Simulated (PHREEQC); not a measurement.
## Alkaline etch or developer: speciation

Solution (79 °C): 21 mmol/kgw KOH, 0.058 mmol/kgw Na2SiO3 and 1.4 mmol/kgw HBr. Closed to the air; pH follows from the charge balance.

Model: ion-association model, phreeqc.dat, run in PHREEQC.

```json
{
  "pH": "10.83",
  "ionic_strength": "0.0211 mol/kgw",
  "specific_conductance": "12400 µS/cm",
  "total_alkalinity": "19.7 meq/kg"
}
```

```tsv
species	molality	activity	log γ
K+	0.0210	0.0179	-0.070
OH-	0.0197	0.0167	-0.071
Br-	0.00140	0.00119	-0.072
Na+	0.000116	9.94e-5	-0.067
H3SiO4-	5.20e-5	4.44e-5	-0.069
H2SiO4-2	4.83e-6	2.64e-6	-0.262
H4SiO4	1.13e-6	1.14e-6	0.002
```

This is a speciation only: nothing precipitates in the calculation. Constants without temperature data keep their 25 °C values here.
